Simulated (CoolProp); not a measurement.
Vapour-liquid equilibrium of propane (1) + toluene (2) at 333.3 K; x and y are mole fractions of (1).

Values from CoolProp's multi-fluid Helmholtz-energy mixture model, Lemmon 2009 and Lemmon 2006; pair parameters Bell 2016.

Question: Give the bubble pressure and the first vapour's composition at x = 0.65, 0.725, 0.95. Is there an azeotrope?

Answer: x = 0.65: 1.441 MPa, y = 0.988; x = 0.725: 1.554 MPa, y = 0.990; x = 0.95: 1.979 MPa, y = 0.997. No azeotrope shows between x = 0.05 and 0.95.

The pair parameters rest on a limited set of measurements; away from them the model extrapolates. The gap from Raoult's law changes sign with composition, which may be real or a fault of the pair parameters; it wasn't checked against measurements.
